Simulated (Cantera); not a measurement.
Charge: 1 mol ZrO2, 0.34 mol H2, 0.071 mol H2O, at 1275 K and 12.0 Pa.

Equilibrium computed with Cantera from the NASA thermochemical tables; the gas is ideal and each condensed phase is pure. Candidate condensed phases: H2O, Zr, ZrO2; 12 gas species. The numbers say what is thermodynamically allowed, not how fast it happens.

Base state: H2 0.827, H2O 0.173, H 6.12e-5 (mole fractions); condensed: ZrO2(monoclinic).

What changes in the equilibrium state with this change: temperature from 1275 K to 1975 K?


```json
[
 {"species": "H2", "before": "0.827", "after": "0.730"},
 {"species": "H2O", "before": "0.173", "after": "0.161"},
 {"species": "H", "before": "6.12e-5", "after": "0.107"},
 {"species": "O", "before": "<1e-9", "after": "0.000241"},
 {"species": "O2", "before": "<1e-9", "after": "2.29e-5"},
 {"species": "OH", "before": "1.49e-7", "after": "0.00224"},
 {"species": "ZrO2(monoclinic), mol", "before": "1.00", "after": "0"},
 {"species": "ZrO2(tetragonal), mol", "before": "0", "after": "1.00"}
]
```

What changes in the equilibrium state with this change: temperature from 1275 K to 1898.15 K?


| species | before | after |
|---|---|---|
| H2 | 0.827 | 0.770 |
| H2O | 0.173 | 0.166 |
| H | 6.12e-5 | 0.0627 |
| O | <1e-9 | 6.77e-5 |
| OH | 1.49e-7 | 0.00111 |
| ZrO2(monoclinic), mol | 1.00 | 0 |
| ZrO2(tetragonal), mol | 0 | 1.00 |
